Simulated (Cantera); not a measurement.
What does this Cantera script print?

```python
import numpy as np
import cantera as ct

surf = ct.Interface("ptcombust.yaml", "Pt_surf")
gas = surf.adjacent["gas"]
gas.TPX = 300, 34000, {'H2': 0.019, 'O2': 0.068, 'N2': 0.79}
jet = ct.ImpingingJet(gas=gas, width=0.08, surface=surf)
jet.inlet.mdot, jet.inlet.T, jet.inlet.X = 0.02, 300, {'H2': 0.019, 'O2': 0.068, 'N2': 0.79}
jet.set_refine_criteria(ratio=10, slope=0.2, curve=0.3)
show, cover = ['H2', 'O2', 'H2O', 'OH'], ["PT(S)", "H(S)", "O(S)", "OH(S)", "CO(S)", "C(S)"]

rows = []
print(f"{'Ts/K':>7s}" + "".join(f"{s:>11s}" for s in show + cover) + "   (gas at the wall, coverages)")
for i, Ts in enumerate([600, 650, 700, 750, 800]):
    jet.surface.T = Ts
    if i == 0:
        surf.TP = Ts, 34000
        surf.coverages = "PT(S):0.5, O(S):0.5"
        surf.advance_coverages(1.0)
        jet.set_initial_guess(products="inlet")
    jet.solve(loglevel=0, auto=(i == 0))
    rows.append([*(jet.X[gas.species_index(s), -1] for s in show), *surf[cover].coverages])
    print(f"{Ts:7g}" + "".join(f"{x:11.3e}" for x in rows[-1]))
```

Result:

```
   Ts/K         H2         O2        H2O         OH      PT(S)       H(S)       O(S)      OH(S)      CO(S)       C(S)   (gas at the wall, coverages)
    600  7.101e-04  5.521e-02  4.049e-02  9.794e-13  2.122e-02  6.204e-10  9.715e-01  7.284e-03  4.053e-22  8.735e-26
    650  6.916e-04  5.525e-02  4.026e-02  1.254e-11  2.282e-02  1.008e-09  9.722e-01  4.941e-03  8.937e-22  3.714e-25
    700  5.940e-04  5.520e-02  4.020e-02  1.051e-10  2.784e-02  2.052e-09  9.684e-01  3.769e-03  2.061e-19  1.434e-25
    750  4.010e-04  5.505e-02  4.035e-02  5.820e-10  4.308e-02  5.964e-09  9.535e-01  3.371e-03  1.355e-19  1.922e-26
    800  2.530e-04  5.494e-02  4.043e-02  2.365e-09  7.280e-02  1.969e-08  9.239e-01  3.251e-03  1.184e-16  1.706e-26
```

Computed with Cantera and Deutschmann's 1995 Pt surface mechanism with GRI-Mech 3.0 gas chemistry. Catalytic surfaces can have several steady states; this one follows from the mechanism file's or the stated starting coverage.
